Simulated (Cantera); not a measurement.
Feed: 1 mol SiO₂, 0.016 mol Si, 0.55 mol H₂, held at 1425 °C and 3.40 bar.

Cantera equilibrium calculation (NASA polynomials, part measured and part estimated; ideal gas, pure solids and liquids). Candidate condensed phases: H₂O, Si, SiO₂; 18 gas species. Each liquid is taken as pure. Mutual solubility and eutectic melting of coexisting phases are not modelled. The tables hold silica as quartz up to 1696 K and as liquid above; real silica turns to tridymite and cristobalite and melts near 1996 K. Gases not in the tables: Si₂H₆ and higher silanes. Equilibrium is a limit: real reactors are often held back by kinetics, nucleation or transport.

Base state: H₂ 0.996, SiO 0.00360, H 7.83e-5, H₂O 2.15e-5, SiH₂ 1.39e-5 (mole fractions); condensed: Si(l) + SiO₂(condensed).

Problem. What changes in the equilibrium state with this change: temperature from 1425 °C to 1875 °C?

Solution. 
| species | before | after |
|---|---|---|
| H₂ | 0.996 | 0.937 |
| SiO | 0.00360 | 0.0577 |
| H₂O | 2.15e-5 | 0.00294 |
| H | 7.83e-5 | 0.00219 |
| SiH₂ | 1.39e-5 | 6.58e-6 |
| Si(l), mol | 0.0150 | 0 |
| SiO₂(condensed), mol | 0.999 | 0 |
| SiO₂(l), mol | 0 | 0.982 |
